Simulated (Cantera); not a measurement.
C2H5OH + H2O + CO2 (carbon deposition, reforming and gasification)

A closed system holds: 1 mol C2H5OH, 0.27 mol H2O, 5.3 mol CO2, held at 5.80 bar.

Method: chemical equilibrium by Gibbs-energy minimisation in Cantera with the NASA 1993 tables (ideal gas, pure condensed phases). Candidate condensed phases: C, C6H6, C7H8, C8H18, H2O; 110 gas species. Rates play no part.

| T (K) | x CO2 | x CO | x H2O | x H2 | x CH4 | x C2H6 | n C(graphite) |
|---|---|---|---|---|---|---|---|
| 575 | 0.596 | 0.000198 | 0.372 | 0.00491 | 0.0271 | 4.81e-8 | 2.57 |
| 650 | 0.602 | 0.00162 | 0.349 | 0.0146 | 0.0322 | 1.22e-7 | 2.45 |
| 725 | 0.603 | 0.00848 | 0.320 | 0.0339 | 0.0342 | 2.28e-7 | 2.31 |
| 800 | 0.589 | 0.0321 | 0.281 | 0.0646 | 0.0326 | 3.28e-7 | 2.10 |
| 875 | 0.545 | 0.0935 | 0.230 | 0.104 | 0.0275 | 3.67e-7 | 1.71 |
| 950 | 0.451 | 0.215 | 0.169 | 0.145 | 0.0203 | 3.18e-7 | 0.962 |
| 1025 | 0.330 | 0.364 | 0.121 | 0.174 | 0.0103 | 1.34e-7 | 0 |
| 1100 | 0.301 | 0.391 | 0.135 | 0.173 | 0.00161 | 5.90e-9 | 0 |
| 1175 | 0.286 | 0.405 | 0.147 | 0.162 | 0.000263 | 2.80e-10 | 0 |
x: gas mole fraction; n: condensed amount in mol.

From 575 K to 950 K the condensed part is C(graphite). From 1025 K to 1175 K nothing is condensed. The main C-bearing gas is CO2 at 575 K and CO at 1175 K.
